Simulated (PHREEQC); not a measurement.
1 kg of water holding 55 mmol/kgw K2SO4 and 8.7 mmol/kgw KCl is evaporated at 15 °C; the solids stay in contact with the brine. The system is closed to CO2. The run lets Arcanite, Misenite, Sylvite precipitate or redissolve, and no other solid.

The series has 28 steps of water left (kg), from 1 to 0.005012.

Model: Pitzer model, pitzer.dat, run in PHREEQC.

### Question
Which solids form, in which order, and at which step of the series does each first stand?

### Answer
Arcanite from water left = 0.09502 kg.
